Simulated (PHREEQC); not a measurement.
Polishing slurry liquid: an equilibrium model

Solution (20 °C): 0.0025 mol/kgw K2CO3, 1.3e-05 mol/kgw H4SiO4 and 0.00027 mol/kgw KH2PO4. Closed to the air; pH follows from the charge balance.

Computed with PHREEQC (ion-association model, phreeqc.dat).

```yaml
pH: 10.70
ionic_strength: 0.00739 mol/kgw
specific_conductance: 640 µS/cm
total_alkalinity: 5.00 meq/kg
```

```csv
species,molality,activity,log γ
K+,0.00527,0.00481,-0.039
CO3-2,0.00183,0.00129,-0.151
HCO3-,0.000667,0.000611,-0.038
OH-,0.000377,0.000344,-0.040
HPO4-2,0.000260,0.000183,-0.152
H3SiO4-,1.13e-5,1.03e-5,-0.039
PO4-3,8.41e-6,3.75e-6,-0.352
KHPO4-,1.87e-6,1.72e-6,-0.038
H4SiO4,1.66e-6,1.67e-6,0.001
```

This is a speciation only: nothing precipitates in the calculation. Species that the database lacks are ignored.
